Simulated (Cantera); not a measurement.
What does this Cantera script print?

```python
import numpy as np
import cantera as ct

gas_names = [...]  # 123 gases of nasa_gas.yaml made of C, H, O, Si
cond_names = """
    C(gr) C6H6(L) C7H8(L) C8H18(L),n-octa H2O(s) H2O(L) Si(cr) Si(L) SiC(b) SiO2(Lqz) SiO2(hqz) SiO2(L)
""".split()


# ... load() reads the species with a 1 bar reference pressure and builds the phases ...
atoms = {
    'Si': {'Si': 1},
    'H2O': {'H': 2, 'O': 1},
    'CO': {'C': 1, 'O': 1},
}
top_T = {'C(gr)': 4500, 'SiC(b)': 3050}  # K; cautious upper limits of use, not melting points


# ... equilibrate(T, P, feed) seeds the gas with the atoms and calls Mixture.equilibrate('TP', solver="vcs", rtol=1e-11, max_steps=5000) ...
results = []
T = 1048.15  # K
P = 19  # Pa
for m in [1.8, 8.3, 15, 21, 28, 34, 41, 47]:
    feed = {'Si': 1, 'H2O': 0.012, 'CO': m}  # mol
    mix = equilibrate(T, P, feed)
    results.append((T, P, feed, dict(zip(mix.species_names, mix.species_moles))))

top = {s: max(r[3][s] / sum(r[3][g] for g in gas_names) for r in results) for s in gas_names}
cols = sorted((s for s in top if top[s] > 1e-06), key=lambda s: -top[s])[:8]
seen = [c for c in cond_names if any(r[3].get(c, 0) > 1e-12 for r in results)]
print("log10 of partial pressures in bar; condensed amounts in mol")
print(f"{'n(CO)':>10s}" + "".join(f"{s[:9]:>10s}" for s in cols + seen))
for T, P, feed, n in results:
    ng = sum(n[g] for g in gas_names)
    print(f"{feed['CO']:10.4g}" + "".join(f"{np.log10(max(n[s] / ng * P / 1e5, 1e-99)):10.3f}" for s in cols)
          + "".join(f"{n.get(c, 0):10.4g}" for c in seen))
```

It prints:

```
log10 of partial pressures in bar; condensed amounts in mol
     n(CO)        CO        H2       CO2       CH4     C(gr)    SiC(b) SiO2(hqz)
       1.8    -6.174    -3.723   -13.004    -8.680     1.706   0.09402     0.906
       8.3    -3.722    -6.443    -8.099   -14.120     1.988         0         1
        15    -3.722    -6.757    -8.098   -14.748     1.989         0         1
        21    -3.722    -6.921    -8.098   -15.077     1.989         0         1
        28    -3.721    -7.057    -8.098   -15.349     1.989         0         1
        34    -3.721    -7.148    -8.098   -15.529     1.989         0         1
        41    -3.721    -7.233    -8.098   -15.701      1.99         0         1
        47    -3.721    -7.296    -8.098   -15.825      1.99         0         1
```

These are equilibrium values from Cantera (NASA tables, ideal gas, pure condensed phases), not measurements of a reactor. Mutual solubility and eutectic melting of coexisting phases are not modelled.
